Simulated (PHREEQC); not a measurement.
Na2HPO4 is added in steps, without added water, to 1 kg of water holding 0.25 mol/kgw HNO3, 0.014 mol/kgw KHF2 and 0.0021 mol/kgw KCl, at 25 °C. O2 is buffered at 0.21 atm. CO2 is held at log p = -3.4 (atm). The run lets Halite, Nahcolite, Natron precipitate or redissolve, and no other solid.

Base run: PHREEQC, ion-association model, wateq4f.dat. Each further column changes one thing. The table gives HCO3- (mol/kgw).

```
Na2HPO4 added (mol)      base  database phreeqc.dat  Davies equation for every ion  all activity coefficients set to 1  metal-ligand complexes left out
-------------------  --------  --------------------  -----------------------------  ----------------------------------  -------------------------------
0                    4.38e-11              4.38e-11                       4.64e-11                            2.53e-11                         4.38e-11
0.1125               2.66e-10              2.65e-10                       2.75e-10                            1.85e-10                         2.66e-10
0.225                 6.84e-9               6.72e-9                        6.95e-9                             6.76e-9                          7.00e-9
0.3375                8.78e-6               8.75e-6                        1.06e-5                             1.17e-5                          1.10e-5
0.4125                1.65e-5               1.64e-5                        2.06e-5                             2.17e-5                          2.10e-5
0.525                 2.64e-5               2.62e-5                        3.40e-5                             3.40e-5                          3.48e-5
0.6375                3.49e-5               3.46e-5                        4.54e-5                             4.41e-5                          4.76e-5
0.75                  4.23e-5               4.19e-5                        5.48e-5                             5.25e-5                          5.96e-5
```

The ionic strength passes 0.7 mol/kgw, the rough limit of the ion-association models, in part of: base; database phreeqc.dat; Davies equation for every ion; all activity coefficients set to 1; metal-ligand complexes left out. wateq4f.dat counts part of the HF as a dimer, H2F2, which phreeqc.dat doesn't know; its constant is uncertain. H3PO4, which wateq4f.dat lacks, is added to it with the constant of phreeqc.dat. phreeqc.dat and wateq4f.dat share most of their constants, so their agreement is no independent check. Solids allowed in the column 'database phreeqc.dat': Halite, Sylvite.
